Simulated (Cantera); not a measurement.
An isothermal, constant-pressure homogeneous reactor starts with H2 : O2 = 0.031 : 0.13 (molar parts), at 1300 K and 140 Pa.

Computed with Cantera and GRI-Mech 3.0 (53 species, 325 reactions). Radical loss at walls, strong at low pressure, is not modelled. The temperature is held fixed by assumption; the heat of reaction is taken as removed at once.

x: mole fraction; the columns are a selection and need not sum to one.

| t (s) | x H2 | x O2 | x H2O2 | x H | x OH | x O |
|---|---|---|---|---|---|---|
| 2.00e-6 | 0.193 | 0.807 | <1e-12 | 1.71e-10 | <1e-12 | <1e-12 |
| 1.00e-5 | 0.193 | 0.807 | <1e-12 | 8.47e-10 | 1.31e-11 | 1.32e-11 |
| 5.02e-5 | 0.193 | 0.807 | <1e-12 | 4.04e-9 | 2.94e-10 | 3.08e-10 |
| 0.000252 | 0.193 | 0.807 | 9.99e-12 | 1.88e-8 | 5.17e-9 | 6.19e-9 |
| 0.00126 | 0.193 | 0.807 | 2.47e-10 | 2.69e-7 | 1.30e-7 | 1.84e-7 |
| 0.00632 | 0.169 | 0.793 | [?] | 0.00959 | 0.00455 | 0.00694 |
| 0.0317 | 0.00890 | 0.687 | 2.62e-8 | 0.0598 | 0.0130 | 0.0841 |
| 0.159 | 0.00843 | 0.694 | 2.74e-8 | 0.0535 | 0.0127 | 0.0777 |
| 0.795 | 0.00614 | 0.726 | [?] | 0.0298 | 0.0111 | 0.0518 |
| 3.98 | 0.00117 | 0.776 | [?] | 0.00216 | 0.00500 | 0.00890 |
| 20.0 | 5.25e-5 | 0.786 | [?] | 2.02e-5 | 0.00107 | 0.000395 |
| 100 | 3.89e-6 | 0.787 | [?] | 4.06e-7 | 0.000291 | 2.92e-5 |

### Question
Some entries are withheld; supply them.

### Answer

- 0.00632, x H2O2: 6.89e-9
- 0.795, x H2O2: 3.17e-8
- 3.98, x H2O2: 2.62e-8
- 20.0, x H2O2: 6.40e-9
- 100, x H2O2: 1.26e-9
